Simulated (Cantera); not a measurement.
A closed system holds: 1 mol Pb, 0.3 mol CO, 34 mol H2, 1.7 mol O2, held at 13.3 mbar.

These are equilibrium values from Cantera (NASA tables, ideal gas, pure condensed phases), not measurements of a reactor. Candidate condensed phases: C, C6H6, C7H8, C8H18, H2O, Pb, PbO, PbO2, Pb3O4; 113 gas species. Rates play no part.

Q: At 1550 K, list the 4 most abundant gas species with their mole fractions, and the condensed phases.

A: H2 0.867, H2O 0.0960, Pb 0.0283, CO 0.00817. Condensed: gas only.
